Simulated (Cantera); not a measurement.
A perfectly stirred reactor is fed with H₂ : O₂ : N₂ = 1.4 : 1 : 1.1 (molar parts), equivalence ratio 0.70, at 100.0 Torr; it is held at 1025 K, and followed from long to short residence time.

Model: the H2/O2 subset of GRI-Mech 3.0, which has no nitrogen chemistry, integrated in Cantera. Radical loss at walls, strong at low pressure, is not modelled. The temperature is held fixed by assumption; the heat of reaction is taken as removed at once.

**Question.** Predict: x(H₂) at τ = 0.350 s; x(O₂) at τ = 0.350 s; x(H₂O₂) at τ = 0.350 s; x(HO₂) at τ = 0.350 s; x(O) at τ = 0.350 s; x(H₂) at τ = 25.0 ms; x(O₂) at τ = 25.0 ms; x(H₂O₂) at τ = 25.0 ms; x(HO₂) at τ = 25.0 ms; x(O) at τ = 25.0 ms.

**Answer.** 
```json
{
 "x(H₂) at τ = 0.350 s": "0.00358",
 "x(O₂) at τ = 0.350 s": "0.109",
 "x(H₂O₂) at τ = 0.350 s": "3.42e-6",
 "x(HO₂) at τ = 0.350 s": "3.22e-5",
 "x(O) at τ = 0.350 s": "0.000106",
 "x(H₂) at τ = 25.0 ms": "0.0148",
 "x(O₂) at τ = 25.0 ms": "0.113",
 "x(H₂O₂) at τ = 25.0 ms": "3.75e-6",
 "x(HO₂) at τ = 25.0 ms": "4.75e-5",
 "x(O) at τ = 25.0 ms": "0.000598"
}
```
